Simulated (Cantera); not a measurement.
What does this Cantera script print?

```python
import numpy as np
import cantera as ct

gas_names = """
    B BF BF2 BF3 BH BHF2 BH2 BH3 BN B2 F F2 H HF H2 H2F2 H3F3 H4F4 H5F5 H6F6 H7F7 N NF NF2 NF3 NH NH2
    NH3 N2 N2H2 N2H4
""".split()
cond_names = """
    B(b) B(L) BN(s)
""".split()


# ... load() reads the species with a 1 bar reference pressure and builds the phases ...
atoms = {
    'BN': {'B': 1, 'N': 1},
    'HF': {'H': 1, 'F': 1},
    'N2': {'N': 2},
}
top_T = {'BN(s)': 3200}  # K; cautious upper limits of use, not melting points


# ... equilibrate(T, P, feed) seeds the gas with the atoms and calls Mixture.equilibrate('TP', solver="vcs", rtol=1e-11, max_steps=5000) ...
results = []
T = 1225  # K
P = 84000  # Pa
for m in [2.3, 3, 4, 5.3, 7, 9.3, 12, 16, 22, 29]:
    feed = {'BN': 1, 'HF': m, 'N2': 16}  # mol
    mix = equilibrate(T, P, feed)
    results.append((T, P, feed, dict(zip(mix.species_names, mix.species_moles))))

top = {s: max(r[3][s] / sum(r[3][g] for g in gas_names) for r in results) for s in gas_names}
cols = sorted((s for s in top if top[s] > 0.0001), key=lambda s: -top[s])[:6]
seen = [c for c in cond_names if any(r[3].get(c, 0) > 1e-12 for r in results)]
print("log10 of partial pressures in bar; condensed amounts in mol")
print(f"{'n(HF)':>10s}" + "".join(f"{s[:9]:>10s}" for s in cols + seen))
for T, P, feed, n in results:
    ng = sum(n[g] for g in gas_names)
    print(f"{feed['HF']:10.4g}" + "".join(f"{np.log10(max(n[s] / ng * P / 1e5, 1e-99)):10.3f}" for s in cols)
          + "".join(f"{n.get(c, 0):10.4g}" for c in seen))
```

Result:

```
log10 of partial pressures in bar; condensed amounts in mol
     n(HF)        N2        HF        H2       BF3     BN(s)
       2.3    -0.124    -2.319    -1.298    -1.474    0.2679
         3    -0.138    -2.238    -1.198    -1.374   0.04326
         4    -0.159    -1.377    -1.201    -1.377         0
       5.3    -0.187    -1.042    -1.228    -1.404         0
         7    -0.220    -0.835    -1.261    -1.437         0
       9.3    -0.261    -0.680    -1.303    -1.479         0
        12    -0.305    -0.569    -1.347    -1.523         0
        16    -0.363    -0.467    -1.405    -1.581         0
        22    -0.438    -0.377    -1.479    -1.656         0
        29    -0.511    -0.314    -1.553    -1.729         0
```

These are equilibrium values from Cantera (NASA tables, ideal gas, pure condensed phases), not measurements of a reactor.
